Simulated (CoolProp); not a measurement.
100 sccm (0 °C, 1 atm) of nitrogen bubbles through liquid ethanol at 292.4 K and leaves saturated at a total pressure of 0.117 MPa (ideal gas phase). Each further row changes one setting.

Computed with CoolProp (reference Helmholtz-energy equation of state, Schroeder 2014).

```tsv
case	vapour pressure (kPa)	mole fraction of vapour	delivery (mg/min)	delivery (sccm)	change of delivery for a bath 1 K warmer (%)
as stated	5.62	0.0480	?	5.04	?
bath temperature 297.4 K	?	0.0645	?	6.90	6.4
total pressure 0.234 MPa	5.62	?	5.05	?	6.4
```

Problem. Complete the blanks.

Solution. 
- as stated, delivery (mg/min): 10.4
- as stated, change of delivery for a bath 1 K warmer (%): 6.5
- bath temperature 297.4 K, vapour pressure (kPa): 7.55
- bath temperature 297.4 K, delivery (mg/min): 14.2
- total pressure 0.234 MPa, mole fraction of vapour: 0.0240
- total pressure 0.234 MPa, delivery (sccm): 2.46
